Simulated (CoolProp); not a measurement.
Values from CoolProp's reference Helmholtz-energy equation of state, Lemmon 2005. It is a short technical equation, of lower accuracy than the large ones.

Task: Give the vapour pressure (kPa), liquid density (kg/m³), liquid cp (kJ/(kg K)), surface tension (mN/m) of saturated trans-2-butene at 332.5, 359.5, 381.1 K.

Result: 
```
T (K)  p (kPa)  liquid density (kg/m³)  liquid cp (kJ/(kg K))  surface tension (mN/m)
-----  -------  ----------------------  ---------------------  ----------------------
332.5      613                     555                   2.53                    9.05
359.5     1140                     514                   2.76                    6.10
381.1     1760                     476                   3.05                    3.91
```

Surface tension comes from a separate correlation (Mulero 2014).
